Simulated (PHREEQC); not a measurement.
Solution (20 °C): 38 mmol/kgw H3PO4, 170 mmol/kgw K2HPO4 and 62 mmol/kgw KCl. Closed to the air; pH follows from the charge balance.

Computed with PHREEQC (ion-association model, wateq4f.dat).

Precipitation was switched off in this run.

**Question.** What pH, ionic strength, activity of water does the model give?

**Answer.** pH 6.89; ionic strength 0.499 mol/kgw; activity of water 0.989.

**Question.** In which forms is P present?

**Answer.** HPO4-2 55 %, H2PO4- 37 %, KHPO4- 8.4 % of the P.

H3PO4, which wateq4f.dat lacks, is added to it with the constant of phreeqc.dat.
